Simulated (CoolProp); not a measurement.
Dry air at 128.68 K and 0.38 MPa is throttled through a valve to 0.0558 MPa with no heat exchange. Each further row changes one setting.

Computed with CoolProp (reference Helmholtz-energy equation of state, Lemmon 2000). It is a pseudo-pure fit of the blend.

```csv
case,temperature change (K),final density (kg/m³)
as stated,(withheld),(withheld)
outlet pressure 0.0167 MPa,(withheld),(withheld)
outlet pressure 0.0725 MPa,(withheld),(withheld)
```

Task: Fill in the missing entries.

Result: 
- as stated, temperature change (K): -3.6
- as stated, final density (kg/m³): 1.56
- outlet pressure 0.0167 MPa, temperature change (K): -4.0
- outlet pressure 0.0167 MPa, final density (kg/m³): 0.467
- outlet pressure 0.0725 MPa, temperature change (K): -3.4
- outlet pressure 0.0725 MPa, final density (kg/m³): 2.03
